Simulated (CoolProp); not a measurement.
Values from CoolProp's reference Helmholtz-energy equation of state, Lemmon 2022.

Question: Give the vapour pressure (MPa), enthalpy of vaporisation (kJ/kg), vapour Z of saturated R1234yf at 242, 251.4 K.

Answer: 
| T (K) | p (MPa) | enthalpy of vaporisation (kJ/kg) | vapour Z |
|---|---|---|---|
| 242 | 0.0940 | 182 | 0.957 |
| 251.4 | 0.141 | 177 | 0.943 |
